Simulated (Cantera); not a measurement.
Counterflow diffusion flame

A counterflow diffusion flame at 160000 Pa, nozzles 20 mm apart: fuel side 87.0 % CO, 13.0 % H2 at 350 K, oxidiser side 17.0 % O2, 83.0 % N2 at 748 K, fuel mass flux 1.2 times the oxidiser's; mixture-averaged transport, no radiation.

Computed with Cantera and GRI-Mech 3.0 (53 species, 325 reactions). The maximum strain rate includes the flame's own expansion and is several times the mean.

| oxidiser flux (kg/m²/s) | max strain (1/s) | mean strain (1/s) | T max (K) | peak x OH | peak x H | peak x NO | peak x CO |
|---|---|---|---|---|---|---|---|
| 0.96 | 375 | 108 | 2099 | 0.00616 | 0.00618 | 0.000117 | 0.878 |
| 1.3 | 500 | 146 | 2064 | 0.00622 | 0.00699 | 9.50e-5 | 0.879 |
| 1.8 | 681 | 202 | 2027 | 0.00626 | 0.00797 | 7.90e-5 | 0.878 |
| 2.4 | 896 | 269 | 1992 | 0.00628 | 0.00888 | 6.83e-5 | 0.878 |
| 3.2 | 1180 | 359 | 1954 | 0.00624 | 0.00985 | 5.95e-5 | 0.878 |
| 4.3 | 1560 | 482 | 1914 | 0.00612 | 0.0109 | 5.21e-5 | 0.878 |
| 5.8 | 2080 | 650 | 1870 | 0.00597 | 0.0119 | 4.55e-5 | 0.878 |
| 7.9 | 2800 | 885 | 1826 | 0.00574 | 0.0130 | 3.96e-5 | 0.878 |
x: mole fraction; the columns are a selection and need not sum to one.
